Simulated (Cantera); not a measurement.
Charge: 1 mol B, a varied amount of HCl, 0.29 mol N₂, held at 1198 K and 1 atm.

Equilibrium computed with Cantera from the NASA thermochemical tables; the gas is ideal and each condensed phase is pure. Candidate condensed phases: B, BN, NH₄Cl; 21 gas species. N₂ is the only nitrogen source here; it is nearly inert below about 1500 K, so the nitride shown seldom forms there in practice. Mutual solubility and eutectic melting of coexisting phases are not modelled. The tables' values for BCl₂ are old estimates; treat these amounts as uncertain. Gases not in the tables: BHCl₂. Kinetics and transport are ignored.

log p: log10 of the partial pressure in bar; n: condensed amount in mol.

```
n(HCl) (mol)  log p H₂  log p HCl  log p BCl₃  log p BCl₂  log p BCl  log p BH₃  log p Cl  n B(s)  n BN(s)
------------  --------  ---------  ----------  ----------  ---------  ---------  --------  ------  -------
0.11             -0.29      -0.82       -0.46       -4.56      -6.35      -6.44     -7.46   0.388    0.580
0.32             -0.29      -0.82       -0.46       -4.56      -6.35      -6.44     -7.46     ___    0.580
0.54             -0.29      -0.82       -0.46       -4.56      -6.35      -6.44     -7.46   0.263    0.580
0.75             -0.29      -0.82       -0.46       -4.56      -6.35      -6.44     -7.46   0.202    0.580
0.97             -0.29      -0.82       -0.46       -4.56      -6.35      -6.44     -7.46   0.137    0.580
1.2              -0.29      -0.82       -0.46       -4.56      -6.35      -6.44     -7.46  0.0705    0.580
1.4              -0.29      -0.82       -0.46       -4.56      -6.35      -6.44     -7.46  0.0122    0.580
1.6              -0.34      -0.61       -0.51       -4.86      -6.89      -7.31     -7.22       0    0.580
1.8              -0.40      -0.46       -0.57       -5.09      -7.29      -7.97     -7.05       0    0.580
2                -0.45        ___         ___       -5.25      -7.56        ___       ___       0    0.580
2.3              -0.52      -0.30       -0.69       -5.43      -7.86      -8.94     -6.82       0    0.580
```

Question: Fill in the missing entries.

Answer: 
- 2, log p HCl: -0.38
- 2, log p BCl₃: -0.62
- 2, log p BH₃: -8.43
- 2, log p Cl: -6.94
- 0.32, n B(s): 0.327
